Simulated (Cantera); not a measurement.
Charge: 1 mol Si2Cl6, a varied amount of H2, equilibrated at 927 °C and 525 Torr.

Equilibrium computed with Cantera from the NASA thermochemical tables; the gas is ideal and each condensed phase is pure. Candidate condensed phases: Si; 19 gas species. The feed counts by its element totals alone. The tables' values for SiCl3 are old estimates; treat these amounts as uncertain. Equilibrium is a limit: real reactors are often held back by kinetics, nucleation or transport.

x: gas mole fraction; n: condensed amount in mol.

```
n(H2) (mol)   x H2   x HCl   x SiCl4  x SiHCl3   x SiCl2  n Si(s)
-----------  -----  ------  --------  --------  --------  -------
35           0.928  0.0340    0.0182    0.0135   0.00294    0.586
46           0.940  0.0312    0.0126    0.0103   0.00245    0.641
60           0.951  0.0286   0.00867   0.00784   0.00203    0.706
78           0.959  0.0260   0.00585   0.00586   0.00167    0.783
100          0.965  0.0236   0.00393   0.00436   0.00137    0.868
130          0.971       …         …         …         …        …
170          0.976       …         …         …         …        …
220          0.980  0.0164  0.000887   0.00144  0.000649     1.21
```

Q: Fill in the missing entries.

A: 
- 130, x HCl: 0.0212
- 130, x SiCl4: 0.00250
- 130, x SiHCl3: 0.00312
- 130, x SiCl2: 0.00109
- 130, n Si(s): 0.970
- 170, x HCl: 0.0187
- 170, x SiCl4: 0.00151
- 170, x SiHCl3: 0.00214
- 170, x SiCl2: 0.000847
- 170, n Si(s): 1.09
